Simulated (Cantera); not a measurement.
Mixture: 30.2 % CO, 1.39 % H2, 14.3 % O2, 54.1 % N2, at 1.58 atm, adiabatic and at constant volume. Ignition delay is the time to a rise of 400 K.

Detailed kinetics in Cantera: GRI-Mech 3.0 (53 species, 325 reactions). Below about 950 K walls govern HO2 and H2O2 in real vessels. Where the delays flatten at high temperature, the 400 K rule measures the pace of heat release, not the induction time.

Predict: delay at 948 K; delay at 1098 K; delay at 1248 K; delay at 1398 K; delay at 1548 K.


| Quantity | Result |
|---|---|
| delay at 948 K | 8.76 ms |
| delay at 1098 K | 0.208 ms |
| delay at 1248 K | 77.4 µs |
| delay at 1398 K | 49.1 µs |
| delay at 1548 K | 38.7 µs |
